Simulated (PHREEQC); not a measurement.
Make-up at 25 °C: 0.012 mol/kgw TMAH and 0.0011 mol/kgw CO2. Closed to the air; pH follows from the charge balance.

Equilibrium calculation in PHREEQC: ion-association model, phreeqc.dat.

Each row changes one thing in this solution. No solid was allowed to form.

```tsv
case	pH	ionic strength (mol/kgw)
as made	11.94	0.0131
diluted 10-fold with water	…	0.00129
TMAH replaced by (CH3)4NCl at the same molality	4.66	0.0120
CO2 left out	…	0.0120
temperature from 25 to 35 °C	…	0.0131
diluted 100-fold with water	10.01	0.000124
```

Task: What belongs in the gaps?

Result: 
- diluted 10-fold with water, pH: 10.98
- CO2 left out, pH: 12.02
- temperature from 25 to 35 °C, pH: 11.62

Species that the database lacks are ignored. (CH3)4N+ isn't in the database: it is added as a free cation with an ion size of 4 Å.
